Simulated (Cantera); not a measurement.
Cantera run:

```python
import numpy as np
import cantera as ct

gas_names = """
    CL CL2 H HCL H2 N NH NH2 NH3 N2 N2H2 N2H4 Si SiCL SiCL2 SiCL3 SiCL4 SiH SiHCL3 SiH2 SiH2CL2 SiH3
    SiH3CL SiH4 SiN Si2 Si2N Si3
""".split()
cond_names = """
    NH4CL(a) NH4CL(b) Si(cr) Si(L) Si3N4(a)
""".split()


# ... load() reads the species with a 1 bar reference pressure and builds the phases ...
atoms = {
    'SiCl4': {'Si': 1, 'CL': 4},
    'NH3': {'N': 1, 'H': 3},
    'H2': {'H': 2},
}
top_T = {'Si3N4(a)': 2400}  # K; cautious upper limits of use, not melting points


# ... equilibrate(T, P, feed) seeds the gas with the atoms and calls Mixture.equilibrate('TP', solver="vcs", rtol=1e-11, max_steps=5000) ...
results = []
feed = {'SiCl4': 1, 'NH3': 5.5, 'H2': 56}  # mol
P = 12000  # Pa
for T in [1025, 1125, 1225, 1325, 1425, 1525, 1625, 1725, 1825, 1925]:
    mix = equilibrate(T, P, feed)
    results.append((T, P, feed, dict(zip(mix.species_names, mix.species_moles))))
    x = sorted(zip(gas.X, gas.species_names), reverse=True)
    print(f"T = {T:g} K  P = {P:g} Pa  gas = {mix.phase_moles(0):.4g} mol")
    print("   x: " + "  ".join(f"{s} {v:.3e}" for v, s in x if v > 0.001))
    print("   condensed (mol): " + ("  ".join(f"{mix.phase(i).name} {mix.phase_moles(i):.4g}"
          for i in range(1, mix.n_phases) if mix.phase_moles(i) > 1e-12) or "none"))
```

Output:

```
T = 1025 K  P = 12000 Pa  gas = 68.33 mol
   x: H2 9.110e-01  HCL 5.845e-02  N2 3.050e-02
   condensed (mol): Si3N4(a) 0.3328
T = 1125 K  P = 12000 Pa  gas = 68.33 mol
   x: H2 9.110e-01  HCL 5.847e-02  N2 3.050e-02
   condensed (mol): Si3N4(a) 0.3329
T = 1225 K  P = 12000 Pa  gas = 68.33 mol
   x: H2 9.110e-01  HCL 5.846e-02  N2 3.050e-02
   condensed (mol): Si3N4(a) 0.3328
T = 1325 K  P = 12000 Pa  gas = 68.33 mol
   x: H2 9.110e-01  HCL 5.837e-02  N2 3.053e-02
   condensed (mol): Si3N4(a) 0.3319
T = 1425 K  P = 12000 Pa  gas = 68.34 mol
   x: H2 9.111e-01  HCL 5.798e-02  N2 3.065e-02
   condensed (mol): Si3N4(a) 0.3276
T = 1525 K  P = 12000 Pa  gas = 68.38 mol
   x: H2 9.113e-01  HCL 5.660e-02  N2 3.108e-02
   condensed (mol): Si3N4(a) 0.3124
T = 1625 K  P = 12000 Pa  gas = 68.46 mol
   x: H2 9.119e-01  HCL 5.300e-02  N2 3.222e-02  SiCL2 2.599e-03
   condensed (mol): Si3N4(a) 0.2722
T = 1725 K  P = 12000 Pa  gas = 68.62 mol
   x: H2 9.128e-01  HCL 4.647e-02  N2 3.429e-02  SiCL2 5.775e-03
   condensed (mol): Si3N4(a) 0.1986
T = 1825 K  P = 12000 Pa  gas = 69.05 mol
   x: H2 9.076e-01  HCL 4.459e-02  N2 3.983e-02  SiCL2 6.545e-03  H 1.211e-03
   condensed (mol): Si(L) 0.535
T = 1925 K  P = 12000 Pa  gas = 69.11 mol
   x: H2 9.055e-01  HCL 4.556e-02  N2 3.979e-02  SiCL2 6.010e-03  H 2.626e-03
   condensed (mol): Si(L) 0.5571
```

These are equilibrium values from Cantera (NASA tables, ideal gas, pure condensed phases), not measurements of a reactor. The tables' values for SiCl, SiCl3 are old estimates; treat these amounts as uncertain. Gases not in the tables: Si2H6 and higher silanes.
